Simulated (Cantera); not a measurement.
Feed: 1 mol SiCl4, 0.0097 mol C3H8, 660 mol H2, held at 0.00120 bar.

Method: chemical equilibrium by Gibbs-energy minimisation in Cantera with the NASA 1993 tables (ideal gas, pure condensed phases). Candidate condensed phases: C, C6H6, C7H8, C8H18, Si, SiC; 109 gas species. Mutual solubility and eutectic melting of coexisting phases are not modelled. Gases not in the tables: Si2H6 and higher silanes. Equilibrium is a limit: real reactors are often held back by kinetics, nucleation or transport.

### Question
Which condensed phases are stable at each of these points (T (K)): 1148, 1248, 1348, 1448, 1548, 1648, 1748, 1848, 1948, 2048, 2148, 2248, 2348, 2448?

### Answer
```
T (K)  condensed phases  Si condensed (%)
-----  ----------------  ----------------
1148     Si(s) + SiC(s)              94.9
1248     Si(s) + SiC(s)              94.2
1348     Si(s) + SiC(s)              93.6
1448     Si(s) + SiC(s)              92.8
1548     Si(s) + SiC(s)              90.2
1648     Si(s) + SiC(s)              75.5
1748     Si(l) + SiC(s)               2.6
1848             SiC(s)               1.2
1948           gas only               0.0
2048           gas only               0.0
2148           gas only               0.0
2248           gas only               0.0
2348           gas only               0.0
2448           gas only               0.0
```

From 1148 K to 1648 K the condensed part is Si(s) + SiC(s). At 1748 K the condensed part is Si(l) + SiC(s). At 1848 K the condensed part is SiC(s). From 1948 K to 2448 K nothing is condensed.
